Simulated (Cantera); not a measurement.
A closed system holds: 1 mol Ti, 7.2 mol H2O, equilibrated at 1075 K and 4.60 mbar.

Method: chemical equilibrium by Gibbs-energy minimisation in Cantera with the NASA 1993 tables (ideal gas, pure condensed phases). Candidate condensed phases: H2O, Ti, TiO, TiO2, Ti2O3, Ti3O5, Ti4O7; 12 gas species. Rates play no part.

Q: What is the equilibrium state?

A: 
```
Quantity                                 Value
-----------------------------------  ---------
x(H2O)                                   0.722
x(H2)                                    0.278
n(TiO2(rutile))                       1.00 mol
gas amount                           7.200 mol
log10 activity of Ti4O7(s) (absent)      -4.06
log10 activity of Ti3O5(s) (absent)      -4.29
log10 activity of Ti2O3(s) (absent)      -4.69
```
